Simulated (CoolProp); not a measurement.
Vapour-liquid equilibrium of carbon dioxide (1) + ethane (2) at 238.9 K; x and y are mole fractions of (1).

Model: multi-fluid Helmholtz-energy mixture model, Span 1996 and Bücker 2006; pair parameters Kunz 2012, in CoolProp.

```csv
x,"bubble pressure, mixture model (MPa)","bubble pressure, Raoult's law (MPa)","y, mixture model","y, Raoult's law"
0.05,1.034,0.9493,?,0.065
0.2,1.266,0.9943,0.357,0.248
0.35,?,1.039,0.489,0.416
0.5,1.484,1.084,0.578,0.569
0.65,1.506,1.129,0.650,0.710
0.8,1.478,1.174,0.733,0.841
0.95,?,1.219,0.892,0.962
```

Task: Complete the blanks.

Result: 
- 0.05, y, mixture model: 0.123
- 0.35, bubble pressure, mixture model (MPa): 1.410
- 0.95, bubble pressure, mixture model (MPa): 1.339

The largest gap from Raoult's law is +36.9 % in bubble pressure, at x = 0.5. y crosses x between x = 0.65 and 0.8: the model has an azeotrope there.

The pair parameters rest on a limited set of measurements; away from them the model extrapolates.
